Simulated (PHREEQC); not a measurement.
Solution (15 °C and 500 atm): 0.28 mol/kgw NaH2PO4 and 7.4e-05 mol/kgw HNO3. Closed to the air; pH follows from the charge balance.

Computed with PHREEQC (ion-association model, phreeqc.dat).

Precipitation was switched off in this run.

**Question.** What pH does the model give?

**Answer.** pH 4.21.

Under pressure, the constants of complexes without a molar volume in the database are unreliable.
